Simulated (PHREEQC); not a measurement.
Make-up at 25 °C: 0.0071 mol (CH3)4NF per kg of water. Closed to the air; pH follows from the charge balance.

Equilibrium calculation in PHREEQC: ion-association model, phreeqc.dat.

| quantity | before | after |
|---|---|---|
| pH | 7.50 | 7.02 |
| HF (mol/kgw) | 3.07e-7 | 1.01e-8 |

### Question
Which change was made?
A. diluted 100-fold with water
B. (CH3)4NF from 0.0071 to 0.00781 mol/kgw
C. (CH3)4NF from 0.0071 to 0.00071 mol/kgw
D. (CH3)4NF from 0.0071 to 0.00639 mol/kgw
E. temperature from 25 to 35 °C

### Answer
A, diluted 100-fold with water

This is a speciation only: nothing precipitates in the calculation. (CH3)4N+ isn't in the database: it is added as a free cation with an ion size of 4 Å.
